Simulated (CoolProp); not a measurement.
R21 along the isotherm 473 K: fugacity coefficient from the reference equation and from simpler models built on Tc = 452.7 K, pc = 5.289 MPa, ω = 0.206; each cubic takes its own stable root.

The numbers come from the reference Helmholtz-energy equation of state, Platzer 1990 in CoolProp. This equation is an older, rougher fit; its heat capacities, sound speeds and derivatives of the liquid may be far off and weren't checked against measurements.

| p (MPa) | phase | reference |
|---|---|---|
| 0.0418 | gas | 0.9977 |
| 0.0793 | gas | 0.9957 |
| 0.15 | gas | 0.9919 |
| 0.285 | gas | 0.9845 |
| 0.54 | gas | 0.9708 |
| 1.02 | gas | 0.9449 |
| 1.94 | gas | 0.8955 |
| 3.68 | gas | 0.8025 |
| 6.97 | supercritical | 0.6200 |
| 13.2 | supercritical | 0.4041 |

### Question
How far does each simpler model (Soave-Redlich-Kwong, Peng-Robinson) lie from the reference over these 10 states: mean and median of the absolute difference, and the worst?

### Answer
- Soave-Redlich-Kwong: mean 0.6 %, median 0.1 %, worst +4.7 % at 473 K and 13.2 MPa
- Peng-Robinson: mean 1.0 %, median 0.6 %, worst -2.8 % at 473 K and 6.97 MPa
